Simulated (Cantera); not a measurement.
Charge: 1 mol Fe(CO)5, 1.8 mol CO, 0.43 mol N2, at 9.75 Torr.

Method: chemical equilibrium by Gibbs-energy minimisation in Cantera with the NASA 1993 tables (ideal gas, pure condensed phases). Candidate condensed phases: C, Fe, Fe(CO)5, FeO, Fe2O3, Fe3O4; 27 gas species. Condensed phases not in the tables: cementite and carbon dissolved in iron. The numbers say what is thermodynamically allowed, not how fast it happens.

Over these rows the condensed part is C(graphite) + Fe(α). Partial pressures as log10 of bar:

| T (K) | 1000/T (1/K) | log p CO2 | log p CO | log p N2 |
|---|---|---|---|---|
| 925 | 1.0811 | -3.38 | -1.93 | -3.10 |
| 975 | 1.0256 | -3.85 | -1.92 | -3.11 |
| 1025 | 0.9756 | ? | -1.91 | -3.11 |
| 1075 | 0.9302 | -4.69 | -1.91 | -3.11 |
| 1125 | 0.8889 | -5.06 | -1.91 | -3.11 |
| 1175 | 0.8511 | -5.39 | -1.91 | -3.11 |

### Question
Fit log p(CO2) = a + b·(1000/T) to the five rows, give the apparent enthalpy, and predict the row at 1025 K.

### Answer
Means: 1000/T = 0.9554, log p = -4.474. Sxy = 0.321272, Sxx = 0.0366643, so b = 8.76 and a = -4.474 − (8.76)×0.9554 = -12.84.
Apparent enthalpy: −19.145 × (8.76) = -168 kJ/mol. With the condensed phases at unit activity, 2 CO(g) = CO2(g) + C(graphite) links this pressure to the main gases: over the six rows their terms move log p by +0.04 in all, so the slope is close to that reaction's ΔH°. The five rows lie within 0.01 of the line.
Prediction at 1025 K: -12.84 + (8.76)×0.9756 = -4.29. The computed value is -4.29, 0.00 from the line.
